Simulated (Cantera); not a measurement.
An adiabatic, constant-pressure homogeneous reactor starts with 4.25 % CH₄, 1.74 % H₂, 7.23 % O₂, 86.8 % N₂, equivalence ratio 1.3, at 1448 K and 71000 Pa.

Computed with Cantera and GRI-Mech 3.0 (53 species, 325 reactions).

Q: Predict: time of steepest temperature rise; temperature at 1.00 s; equilibrium temperature; x(H₂) at 1.00 s; x(O₂) at 1.00 s; x(NO) at 1.00 s.

A: 
| Item | Value |
|---|---|
| time of steepest temperature rise | 1.80 ms |
| temperature at 1.00 s | 2160 K |
| equilibrium temperature | 2160 K |
| x(H₂) at 1.00 s | 0.0193 (gas-phase equilibrium 0.0193) |
| x(O₂) at 1.00 s | 1.98e-5 (gas-phase equilibrium 1.98e-5) |
| x(NO) at 1.00 s | 0.000116 (gas-phase equilibrium 0.000117) |
